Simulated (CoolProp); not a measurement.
Values from CoolProp's reference Helmholtz-energy equation of state, Zhou 2016.

Task: For R245ca, give the phase and the speed of sound (m/s), Joule-Thomson coefficient (K/MPa) at 366.8 K and 0.0798 MPa; 384.2 K and 1.83 MPa.

Result: 
- 366.8 K and 0.0798 MPa: gas; speed of sound 154, Joule-Thomson coefficient 14.1
- 384.2 K and 1.83 MPa: liquid; speed of sound 396, Joule-Thomson coefficient 0.169
